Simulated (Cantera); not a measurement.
Roasting and sulfation: MgO + H₂S + O₂

Input: 1 mol MgO, a varied amount of H₂S, 0.64 mol O₂, at 1875 K and 76.0 mbar.

Equilibrium computed with Cantera from the NASA thermochemical tables; the gas is ideal and each condensed phase is pure. Candidate condensed phases: H₂O, H₂SO₄, Mg, MgO, Mg(OH)₂, MgS, MgSO₄, S; 26 gas species. Kinetics and transport are ignored.

```tsv
n(H₂S) (mol)	x SO₂	x H₂O	x H₂	x S₂	x H₂S	x SO	x SH	x O₂	n MgO(s)
0.42	0.492	0.490	0.00169	6.29e-9	3.14e-8	0.000714	1.73e-7	0.0123	1.000
0.74	0.263	0.423	0.133	0.124	0.0109	0.0348	0.00681	1.48e-6	1.000
1.1	0.143	0.398	0.191	0.202	0.0201	0.0290	0.0105	6.31e-7	1.000
1.4	0.0918	0.371	0.232	0.237	0.0264	0.0241	0.0124	3.74e-7	1.000
1.7	0.0616	0.343	0.267	0.257	0.0317	0.0202	0.0139	2.41e-7	1.000
2	0.0431	0.316	0.297	0.270	0.0362	0.0171	0.0151	1.64e-7	1.000
2.3	0.0312	0.290	0.324	0.278	0.0400	0.0146	0.0160	1.17e-7	1.000
2.6	0.0233	0.268	0.347	0.283	0.0433	0.0127	0.0167	8.68e-8	1.000
```
x: gas mole fraction; n: condensed amount in mol.

From 0.42 mol H₂S to 2.6 mol H₂S the condensed part is MgO(s). The main Mg-bearing gas is Mg(OH)₂ at 0.42 mol H₂S and Mg at 2.6 mol H₂S.
